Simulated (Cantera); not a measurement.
A Cantera script and what it prints.

```python
import numpy as np
import cantera as ct

gas_names = """
    C CH CH2 CH3 CH2OH CH3O CH4 CH3OH CO CO2 COOH C2 C2H CHCO,ketyl C2H2,acetylene C2H2,vinylidene
    CH2CO,ketene C2H3,vinyl CH3CO,acetyl C2H4 C2H4O,ethylen CH3CHO,ethanal CH3COOH (HCOOH)2 C2H5 C2H6
    CH3OCH3 C2H5OH C2O C3 C3H3,propargyl C3H4,allene C3H4,propyne C3H4,cyclo- C3H5,allyl C3H6,propylene
    C3H6,cyclo- C3H6O C3H7,n-propyl C3H7,i-propyl C3H8 C3H8O,1propanol C3H8O,2propanol C3O2 C4 C4H2
    C4H4,1,3-cyclo- C4H6,butadiene C4H6,2-butyne C4H6,cyclo- C4H8,1-butene C4H8,cis2-buten
    C4H8,tr2-butene C4H8,isobutene C4H8,cyclo- (CH3COOH)2 C4H9,n-butyl C4H9,i-butyl C4H9,s-butyl
    C4H9,t-butyl C4H10,isobutane C4H10,n-butane C5 C5H6,1,3cyclo- C5H8,cyclo- C5H10,1-pentene
    C5H10,cyclo- C5H11,pentyl C5H11,t-pentyl C5H12,n-pentane C5H12,i-pentane CH3C(CH3)2CH3 C6H2
    C6H5,phenyl C6H5O,phenoxy C6H6 C6H5OH,phenol C6H10,cyclo- C6H12,1-hexene C6H12,cyclo- C6H13,n-hexyl
    C7H7,benzyl C7H8 C7H8O,cresol C7H14,1-heptene C7H15,n-heptyl C7H16,n-heptane C8H8,styrene
    C8H10,ethylbenz C8H16,1-octene C8H17,n-octyl C8H18,isooctane C8H18,n-octane C9H19,n-nonyl
    C10H8,naphthale C10H21,n-decyl C12H9,o-bipheny C12H10,bipheny H HCO HO2 H2 HCHO,formaldehy HCOOH H2O
    H2O2 O OH O2 O3 Si SiC SiC2 SiC4H12 SiH SiH2 SiH3 SiH4 SiO SiO2 Si2 Si2C Si3
""".split()
cond_names = """
    C(gr) C6H6(L) C7H8(L) C8H18(L),n-octa H2O(s) H2O(L) Si(cr) Si(L) SiC(b) SiO2(Lqz) SiO2(hqz) SiO2(L)
""".split()


def load(file, names, dense=False):
    # The tables refer to 1 bar. Condensed volumes are neglected.
    table = {s.name: s for s in ct.Species.list_from_file(file)}
    out = []
    for n in names:
        d = dict(table[n].input_data)
        d["thermo"] = dict(d["thermo"], **{"reference-pressure": 1e5})
        if dense:
            d["equation-of-state"] = {"model": "constant-volume", "density": "1e6 g/cm^3"}
        out.append(ct.Species.from_dict(d))
    return out


gas = ct.Solution(thermo="ideal-gas", species=load("nasa_gas.yaml", gas_names))
cond = {s.name: ct.Solution(thermo="fixed-stoichiometry", species=[s], name=s.name)
        for s in load("nasa_condensed.yaml", cond_names, dense=True)}
atoms = {
    'SiH4': {'Si': 1, 'H': 4},
    'CO2': {'C': 1, 'O': 2},
    'H2': {'H': 2},
    'O2': {'O': 2},
}
top_T = {'C(gr)': 4500, 'SiC(b)': 3050}  # K; cautious upper limits of use, not melting points


def equilibrate(T, P, feed):
    n = {}
    for name, mol in feed.items():
        for a, k in atoms[name].items():
            n[a] = n.get(a, 0.0) + k * mol
    gas.TPX = T, P, n
    mass = sum(n.values()) * gas.mean_molecular_weight
    gas.equilibrate("TP")
    valid = [c for c in cond.values() if c.min_temp <= T <= top_T.get(c.name, c.max_temp)]
    mix = ct.Mixture([(gas, mass / gas.mean_molecular_weight)] + [(c, 0.0) for c in valid])
    mix.T, mix.P = T, P
    mix.equilibrate("TP", solver="vcs", rtol=1e-11, max_steps=5000)
    return mix


results = []
feed = {'SiH4': 1, 'CO2': 0.13, 'H2': 0.11, 'O2': 1.2}  # mol
P = 30  # Pa
for T in [725, 825, 925, 1025, 1125, 1225, 1325, 1425]:
    mix = equilibrate(T, P, feed)
    results.append((T, P, feed, dict(zip(mix.species_names, mix.species_moles))))

top = {s: max(r[3][s] / sum(r[3][g] for g in gas_names) for r in results) for s in gas_names}
cols = sorted((s for s in top if top[s] > 0.0001), key=lambda s: -top[s])[:8]
seen = [c for c in cond_names if any(r[3].get(c, 0) > 1e-12 for r in results)]
print("log10 of partial pressures in bar; condensed amounts in mol")
print(f"{'T/K':>10s}" + "".join(f"{s[:9]:>10s}" for s in cols + seen))
for T, P, feed, n in results:
    ng = sum(n[g] for g in gas_names)
    print(f"{T:10.4g}" + "".join(f"{np.log10(max(n[s] / ng * P / 1e5, 1e-99)):10.3f}" for s in cols)
          + "".join(f"{n.get(c, 0):10.4g}" for c in seen))
```

Output:

```
log10 of partial pressures in bar; condensed amounts in mol
       T/K        H2       H2O        CO       CO2         H SiO2(Lqz) SiO2(hqz)
       725    -3.651    -4.226    -5.237    -4.935   -14.855         1         0
       825    -3.657    -4.206    -5.062    -5.058   -12.929         1         0
       925    -3.661    -4.191    -4.963    -5.186   -11.415         0         1
      1025    -3.664    -4.180    -4.904    -5.307   -10.193         0         1
      1125    -3.667    -4.173    -4.868    -5.415    -9.186         0         1
      1225    -3.668    -4.168    -4.844    -5.511    -8.340         0         1
      1325    -3.669    -4.165    -4.828    -5.594    -7.621         0         1
      1425    -3.670    -4.162    -4.817    -5.666    -7.001         0         1
```

Method: chemical equilibrium by Gibbs-energy minimisation in Cantera with the NASA 1993 tables (ideal gas, pure condensed phases). The tables hold silica as quartz up to 1696 K and as liquid above; real silica turns to tridymite and cristobalite and melts near 1996 K.
